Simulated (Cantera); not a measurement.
Feed: 1 mol Fe2O3, 0.71 mol C, 0.35 mol H2, 1.9 mol CH4, held at 2200 °C and 2.30 bar.

Equilibrium computed with Cantera from the NASA thermochemical tables; the gas is ideal and each condensed phase is pure. Candidate condensed phases: C, C6H6, C7H8, C8H18, Fe, Fe(CO)5, FeO, Fe(OH)2, Fe(OH)3, Fe2O3, Fe3O4, H2O; 114 gas species. Rates play no part.

Base state: H2 0.547, CO 0.374, H2O 0.0508, Fe 0.0110, H 0.0109, CO2 0.00567, OH 0.000203, FeO 5.06e-5 (mole fractions); condensed: Fe(l).

Task: What changes in the equilibrium state with this change: temperature from 2200 °C to 2027 °C?

Result: 
| species | before | after |
|---|---|---|
| H2 | 0.547 | 0.557 |
| CO | 0.374 | 0.378 |
| H2O | 0.0508 | 0.0511 |
| Fe | 0.0110 | 0.00289 |
| H | 0.0109 | 0.00476 |
| FeO | 5.06e-5 | 9.86e-6 |
| OH | 0.000203 | 7.04e-5 |
| Fe(OH)2 | 2.04e-5 | 1.21e-5 |
| CO2 | 0.00567 | 0.00618 |
| Fe(l), mol | 1.92 | 1.98 |
